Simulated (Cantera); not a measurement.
**Premixed flame**

A freely propagating, adiabatic, planar premixed flame of 11.3 % CH4, 18.6 % O2, 70.1 % N2, equivalence ratio 1.2, unburnt at 325 K and 1.97 atm; mixture-averaged transport, grid criteria slope 0.08 and curve 0.16, no radiation.

Detailed kinetics in Cantera: GRI-Mech 3.0 (53 species, 325 reactions). Burning velocities carry a grid error of a few per cent, more on coarse grids.

```json
[
 {"z (mm)": "-0.894", "T (K)": "325", "u (m/s)": "0.279", "x CH4": "0.112", "x O2": "0.186", "x C2H2": "<1e-8", "x CH3": "<1e-8", "x HCO": "<1e-8", "x O": "<1e-8"},
 {"z (mm)": "-0.596", "T (K)": "328", "u (m/s)": "0.282", "x CH4": "0.112", "x O2": "0.185", "x C2H2": "1.25e-7", "x CH3": "1.09e-8", "x HCO": "<1e-8", "x O": "<1e-8"},
 {"z (mm)": "-0.447", "T (K)": "345", "u (m/s)": "0.297", "x CH4": "0.110", "x O2": "0.184", "x C2H2": "1.19e-6", "x CH3": "6.88e-8", "x HCO": "<1e-8", "x O": "<1e-8"},
 {"z (mm)": "-0.298", "T (K)": "471", "u (m/s)": "0.410", "x CH4": "0.102", "x O2": "0.175", "x C2H2": "1.62e-5", "x CH3": "1.30e-6", "x HCO": "<1e-8", "x O": "<1e-8"},
 {"z (mm)": "-0.149", "T (K)": "1018", "u (m/s)": "0.904", "x CH4": "0.0660", "x O2": "0.127", "x C2H2": "0.000151", "x CH3": "0.000184", "x HCO": "2.37e-7", "x O": "2.66e-6"},
 {"z (mm)": "-0.0745", "T (K)": "1458", "u (m/s)": "1.31", "x CH4": "0.0346", "x O2": "0.0809", "x C2H2": "0.000348", "x CH3": "0.00140", "x HCO": "6.18e-6", "x O": "4.12e-5"},
 {"z (mm)": "0", "T (K)": "1840", "u (m/s)": "1.66", "x CH4": "0.00771", "x O2": "0.0334", "x C2H2": "0.000588", "x CH3": "0.00217", "x HCO": "2.19e-5", "x O": "0.000252"},
 {"z (mm)": "0.0745", "T (K)": "1993", "u (m/s)": "1.79", "x CH4": "0.000550", "x O2": "0.00979", "x C2H2": "0.000169", "x CH3": "0.000371", "x HCO": "8.20e-6", "x O": "0.000535"},
 {"z (mm)": "0.149", "T (K)": "2032", "u (m/s)": "1.82", "x CH4": "2.51e-5", "x O2": "0.00342", "x C2H2": "1.47e-5", "x CH3": "2.24e-5", "x HCO": "7.53e-7", "x O": "0.000578"},
 {"z (mm)": "0.298", "T (K)": "2063", "u (m/s)": "1.85", "x CH4": "1.09e-7", "x O2": "0.00132", "x C2H2": "1.53e-7", "x CH3": "1.14e-7", "x HCO": "1.25e-7", "x O": "0.000425"},
 {"z (mm)": "0.596", "T (K)": "2094", "u (m/s)": "1.87", "x CH4": "<1e-8", "x O2": "0.000674", "x C2H2": "<1e-8", "x CH3": "<1e-8", "x HCO": "8.52e-8", "x O": "0.000233"},
 {"z (mm)": "1.19", "T (K)": "2120", "u (m/s)": "1.89", "x CH4": "<1e-8", "x O2": "0.000285", "x C2H2": "<1e-8", "x CH3": "<1e-8", "x HCO": "5.29e-8", "x O": "9.68e-5"},
 {"z (mm)": "2.38", "T (K)": "2137", "u (m/s)": "1.90", "x CH4": "<1e-8", "x O2": "9.76e-5", "x C2H2": "<1e-8", "x CH3": "<1e-8", "x HCO": "3.03e-8", "x O": "3.29e-5"}
]
```
x: mole fraction of selected species; z is measured from the peak of heat release.

The laminar burning velocity is 27.8 cm/s, the thermal thickness is 0.298 mm and the peak x(C2H2) is 0.000593. The peak x(CH3) comes out as 0.00244, the peak x(HCO) comes out as 2.21e-5 and the peak x(O) is 0.000588.
